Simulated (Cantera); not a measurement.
An isothermal, constant-pressure homogeneous reactor starts with NH3 : N2 = 1 : 13 (molar parts), at 1475 K and 1.90 bar.

Cantera simulation using the gas-phase N/H chemistry of the illustrative SiF4/NH3 mechanism in the Surface Chemkin manual (1991); the numbers are that mechanism's predictions, not measurements. Walls and surfaces, which speed up NH3 decomposition in real reactors, are not modelled.

One state of this run: x NH3 = 0.0694; x N2 = 0.928; x N2H2 = 1.88e-8; x H = 1.89e-7; x N = 7.72e-10. x: mole fraction; the columns are a selection and need not sum to one.

### Question
Which value of t (s) does it belong to?
(A) 10.8
(B) 40.0
(C) 0.783
(D) 0.00413

### Answer
C, 0.783
